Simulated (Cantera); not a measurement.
A perfectly stirred reactor is fed with C₃H₈ : H₂ = 1 : 3.2 (molar parts), at 1.00 bar; it is held at 1975 K, and followed from long to short residence time.

Computed with Cantera and GRI-Mech 3.0 (53 species, 325 reactions). GRI-Mech 3.0 was tuned for natural gas; its chemistry of propane as a main component is partial and can be far from experiment. GRI-Mech 3.0 stops at C3 and has no aromatics, soot or wall deposition, so with more carbon than oxygen in the feed, carbon stays in small species such as C2H2 where larger ones or solid carbon would form.

x: mole fraction; the columns are a selection and need not sum to one.

| τ (s) | x C₃H₈ | x H₂ | x CH₂ | x CH₄ | x C₂H₄ |
|---|---|---|---|---|---|
| 7.5 | ___ | 0.786 | 3.52e-7 | 0.00580 | 0.00125 |
| 2.6 | ___ | 0.786 | 3.73e-7 | 0.00615 | 0.00125 |
| 0.89 | ___ | 0.785 | 4.27e-7 | 0.00708 | 0.00125 |
| 0.31 | ___ | 0.784 | 5.49e-7 | 0.00919 | 0.00125 |
| 0.11 | ___ | 0.781 | 7.84e-7 | 0.0133 | 0.00127 |
| 0.036 | ___ | 0.775 | 1.23e-6 | 0.0210 | 0.00134 |
| 0.012 | ___ | 0.766 | 1.97e-6 | 0.0333 | 0.00157 |
| 0.0043 | ___ | 0.754 | 3.07e-6 | 0.0498 | 0.00217 |
| 0.0015 | ___ | 0.737 | 4.84e-6 | 0.0713 | 0.00371 |
| 0.00051 | ___ | 0.718 | 7.76e-6 | 0.0961 | 0.00744 |
| 0.00017 | ___ | 0.696 | 1.26e-5 | 0.121 | 0.0158 |

Problem. Some entries are withheld; supply them.

Solution. 
- 7.5, x C₃H₈: 3.14e-8
- 2.6, x C₃H₈: 9.04e-8
- 0.89, x C₃H₈: 2.64e-7
- 0.31, x C₃H₈: 7.57e-7
- 0.11, x C₃H₈: 2.13e-6
- 0.036, x C₃H₈: 6.52e-6
- 0.012, x C₃H₈: 1.95e-5
- 0.0043, x C₃H₈: 5.37e-5
- 0.0015, x C₃H₈: 0.000150
- 0.00051, x C₃H₈: 0.000419
- 0.00017, x C₃H₈: 0.00116
